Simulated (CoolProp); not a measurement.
The fluid at 298.15 K and 12 MPa (stagnation) flows isentropically through a choked orifice. The same conditions are run with several fluids, on thermodynamics alone (safety and materials aside).

Model: reference Helmholtz-energy equation of state of each fluid (ethylene: Smukala 2000; carbon monoxide: Lemmon 2006; fluorine: de Reuck 1990; oxygen: Schmidt 1985), in CoolProp.

```csv
fluid,throat to inlet pressure ratio,mass flux (kg/(m² s)),throat temperature (K)
ethylene,[?],64800,[?]
carbon monoxide,[?],[?],243.4
fluorine,0.521,33300,[?]
oxygen,[?],31300,244.4
```

Q: What belongs in the gaps?

A: 
- ethylene, throat to inlet pressure ratio: 0.383
- ethylene, throat temperature (K): 278.3
- carbon monoxide, throat to inlet pressure ratio: 0.505
- carbon monoxide, mass flux (kg/(m² s)): 28900
- fluorine, throat temperature (K): 248.1
- oxygen, throat to inlet pressure ratio: 0.514
